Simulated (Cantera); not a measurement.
An isothermal, constant-pressure homogeneous reactor starts with 1.67 % H2, 98.3 % O2, equivalence ratio 0.0085, at 1150 K and 150 Pa.

Model: the H2/O2 subset of GRI-Mech 3.0, which has no nitrogen chemistry, integrated in Cantera. Radical loss at walls, strong at low pressure, is not modelled.

x: mole fraction; the columns are a selection and need not sum to one.

```json
[
 {"t (s)": "8.00e-6", "x H2": "0.0167", "x O2": "0.983", "x H2O": "<1e-12", "x H2O2": "<1e-12", "x H": "5.02e-12", "x O": "<1e-12"},
 {"t (s)": "2.56e-5", "x H2": "0.0167", "x O2": "0.983", "x H2O": "<1e-12", "x H2O2": "<1e-12", "x H": "1.58e-11", "x O": "<1e-12"},
 {"t (s)": "8.21e-5", "x H2": "0.0167", "x O2": "0.983", "x H2O": "<1e-12", "x H2O2": "<1e-12", "x H": "4.78e-11", "x O": "4.21e-12"},
 {"t (s)": "0.000263", "x H2": "0.0167", "x O2": "0.983", "x H2O": "1.83e-12", "x H2O2": "<1e-12", "x H": "1.30e-10", "x O": "3.83e-11"},
 {"t (s)": "0.000843", "x H2": "0.0167", "x O2": "0.983", "x H2O": "4.51e-11", "x H2O2": "<1e-12", "x H": "2.88e-10", "x O": "2.91e-10"},
 {"t (s)": "0.00270", "x H2": "0.0167", "x O2": "0.983", "x H2O": "8.65e-10", "x H2O2": "<1e-12", "x H": "6.73e-10", "x O": "1.90e-9"},
 {"t (s)": "0.00865", "x H2": "0.0167", "x O2": "0.983", "x H2O": "2.03e-8", "x H2O2": "2.27e-12", "x H": "4.49e-9", "x O": "2.13e-8"},
 {"t (s)": "0.0277", "x H2": "0.0167", "x O2": "0.983", "x H2O": "6.65e-6", "x H2O2": "2.37e-11", "x H": "1.09e-6", "x O": "5.58e-6"},
 {"t (s)": "0.0888", "x H2": "0.000274", "x O2": "0.969", "x H2O": "0.0149", "x H2O2": "5.97e-9", "x H": "0.00165", "x O": "0.0131"},
 {"t (s)": "0.285", "x H2": "(withheld)", "x O2": "0.969", "x H2O": "0.0154", "x H2O2": "3.61e-9", "x H": "(withheld)", "x O": "0.0135"},
 {"t (s)": "0.912", "x H2": "0.000102", "x O2": "0.970", "x H2O": "0.0155", "x H2O2": "3.62e-9", "x H": "0.00112", "x O": "0.0122"},
 {"t (s)": "2.92", "x H2": "(withheld)", "x O2": "0.973", "x H2O": "0.0159", "x H2O2": "3.64e-9", "x H": "(withheld)", "x O": "(withheld)"},
 {"t (s)": "9.36", "x H2": "3.87e-5", "x O2": "0.978", "x H2O": "0.0163", "x H2O2": "3.51e-9", "x H": "0.000250", "x O": "0.00445"},
 {"t (s)": "30.0", "x H2": "9.58e-6", "x O2": "0.982", "x H2O": "0.0167", "x H2O2": "2.77e-9", "x H": "3.03e-5", "x O": "0.00108"}
]
```

Q: Complete the blanks.

A: 
- 0.285, x H2: 0.000112
- 0.285, x H: 0.00129
- 2.92, x H2: 7.85e-5
- 2.92, x H: 0.000740
- 2.92, x O: 0.00923
